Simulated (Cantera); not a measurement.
A closed system holds: 1 mol C, 0.31 mol H2O, equilibrated at 1998 K and 44.0 Pa.

Cantera equilibrium calculation (NASA polynomials, part measured and part estimated; ideal gas, pure solids and liquids). Candidate condensed phases: C, C6H6, C7H8, C8H18, H2O; 110 gas species. Rates play no part.

Base state: CO 0.487, H2 0.461, H 0.0519, C2H2 (acetylene) 0.000349 (mole fractions); condensed: C(graphite).

What changes in the equilibrium state with this change: 0.014 mol H2S added?


```csv
species,before,after
CO,0.487,0.466
H2,0.461,0.461
H,0.0519,0.0519
CS,0,0.0201
S,0,0.000590
SH,0,0.000190
CS2,0,6.55e-5
H2S,0,2.26e-5
S2,0,1.55e-5
C2H2 (acetylene),0.000349,0.000349
"C(graphite), mol",0.690,0.676
```
Further candidate phases: H2SO4, S.

What changes in the equilibrium state with this change: pressure from 44.0 Pa to 7800 Pa?


| species | before | after |
|---|---|---|
| CO | 0.487 | 0.499 |
| H2 | 0.461 | 0.497 |
| H | 0.0519 | 0.00405 |
| C2H2 (acetylene) | 0.000349 | 0.000376 |
| C(graphite), mol | 0.690 | 0.690 |
